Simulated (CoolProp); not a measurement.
The fluid at 478.81 K and 0.19 MPa is throttled through a valve to 0.111 MPa with no heat exchange. The same conditions are run with several fluids, on thermodynamics alone (safety and materials aside).

The numbers come from the reference Helmholtz-energy equation of state of each fluid (benzene: Thol 2012; R365MFC: Lemmon 2016; hexamethyldisiloxane (MM): Thol 2016; neopentane: Lemmon 2006; p-xylene: Zhou 2012) in CoolProp.

| fluid | temperature change (K) | final density (kg/m³) |
|---|---|---|
| benzene | -0.9 | ___ |
| R365MFC | -0.5 | 4.18 |
| hexamethyldisiloxane (MM) | -0.9 | 4.67 |
| neopentane | ___ | ___ |
| p-xylene | -1.6 | 3.06 |

Q: What belongs in the gaps?

A: 
- benzene, final density (kg/m³): 2.21
- neopentane, temperature change (K): -0.4
- neopentane, final density (kg/m³): 2.03
